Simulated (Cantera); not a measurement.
A freely propagating, adiabatic, planar premixed flame of 25.2 % H2, 10.5 % O2, 44.1 % N2, 20.2 % H2O, equivalence ratio 1.2, unburnt at 600 K and 10.0 bar; multicomponent transport, grid criteria slope 0.08 and curve 0.16, no radiation.

Computed with Cantera and the H2/O2 subset of GRI-Mech 3.0, which has no nitrogen chemistry. The hydrogen kinetics of GRI-Mech 3.0 are dated; newer H2 mechanisms differ, most at raised pressure. Burning velocities carry a grid error of a few per cent, more on coarse grids.

x: mole fraction of selected species; z is measured from the peak of heat release.

```csv
z (mm),T (K),u (m/s),x H2,x O2,x H2O,x HO2,x OH,x H
-0.112,601,1.68,0.250,0.105,0.202,1.79e-7,<1e-8,<1e-8
-0.0746,604,1.68,0.243,0.106,0.204,2.17e-6,<1e-8,<1e-8
-0.0560,611,1.69,0.235,0.107,0.207,7.41e-6,<1e-8,<1e-8
-0.0373,645,1.74,0.215,0.109,0.216,4.83e-5,<1e-8,<1e-8
-0.0187,861,2.23,0.165,0.103,0.252,0.000636,4.25e-6,4.39e-6
-0.00933,(withheld),2.97,(withheld),(withheld),(withheld),(withheld),(withheld),(withheld)
0,1520,3.82,0.0891,0.0532,0.362,0.000615,0.00118,0.00238
0.00933,1743,4.37,0.0627,0.0284,0.408,0.000243,0.00282,0.00459
0.0187,1861,4.67,0.0495,0.0150,0.431,0.000105,0.00410,0.00514
0.0373,1967,4.92,0.0403,0.00554,0.449,3.10e-5,0.00451,0.00415
0.0746,2036,5.08,0.0365,0.00178,0.459,8.15e-6,0.00330,0.00245
0.149,2070,5.16,0.0349,0.000546,0.463,1.82e-6,0.00192,0.00128
0.298,2086,5.19,0.0343,(withheld),0.466,(withheld),(withheld),(withheld)
```

Q: Complete the blanks.

A: 
- -0.00933, T (K): 1171
- -0.00933, x H2: 0.127
- -0.00933, x O2: 0.0834
- -0.00933, x H2O: 0.301
- -0.00933, x HO2: 0.00116
- -0.00933, x OH: 0.000221
- -0.00933, x H: 0.000343
- 0.298, x O2: 0.000146
- 0.298, x HO2: 3.03e-7
- 0.298, x OH: 0.00101
- 0.298, x H: 0.000640
